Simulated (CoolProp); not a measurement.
Vapour-liquid equilibrium of n-hexane (1) + dimethyl carbonate (2) at 457.5 K; x and y are mole fractions of (1).

Values from CoolProp's multi-fluid Helmholtz-energy mixture model, Thol 2019 and Zhou 2011; pair parameters Bell 2016.

```
x     bubble pressure (MPa)  y at the bubble point  dew pressure at overall composition x (MPa)  liquid density (mol/L)
----  ---------------------  ---------------------  -------------------------------------------  ----------------------
0.05                  1.124                    [?]                                        1.055                   8.836
0.2                     [?]                  0.336                                        1.200                   8.000
0.35                  1.470                  0.457                                        1.362                     [?]
0.5                   1.536                  0.554                                        1.504                   6.668
0.65                  1.561                  0.653                                        1.561                   6.171
0.8                   1.538                  0.771                                        1.525                   5.784
0.95                  1.449                  0.931                                        1.436                   5.495
```

Problem. What belongs in the gaps?

Solution. 
- 0.05, y at the bubble point: 0.125
- 0.2, bubble pressure (MPa): 1.347
- 0.35, liquid density (mol/L): 7.277

y crosses x between x = 0.65 and 0.8: the model has an azeotrope there.

The pair parameters rest on a limited set of measurements; away from them the model extrapolates.
